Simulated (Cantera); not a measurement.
A closed system holds: 1 mol Ti, 0.26 mol C3H8, 29 mol H2, at 1950 °C and 13.3 mbar.

Cantera equilibrium calculation (NASA polynomials, part measured and part estimated; ideal gas, pure solids and liquids). Candidate condensed phases: C, C6H6, C7H8, C8H18, Ti, TiC; 77 gas species. TiC: taken at fixed stoichiometry. Rates play no part.

Base state: H2 0.939, H 0.0538, Ti 0.00707 (mole fractions); condensed: TiC(s).

**Question.** What changes in the equilibrium state with this change: temperature from 1950 °C to 1102 °C?

**Answer.** 
```
species       before    after
-----------  -------  -------
H2             0.939    1.000
H             0.0538  2.97e-5
Ti           0.00707  2.82e-9
TiC(s), mol    0.780    0.780
Ti(β), mol         0    0.220
```
Mutual solubility and eutectic melting of coexisting phases are not modelled. Condensed phases not in the tables: N, O or C dissolved in the metal.

**Question.** What changes in the equilibrium state with this change: temperature from 1950 °C to 1625 °C?

**Answer.** 
```csv
species,before,after
H2,0.939,0.993
H,0.0538,0.00675
Ti,0.00707,0.000177
"TiC(s), mol",0.780,0.780
"Ti(β), mol",0,0.215
```
Mutual solubility and eutectic melting of coexisting phases are not modelled. Condensed phases not in the tables: N, O or C dissolved in the metal.
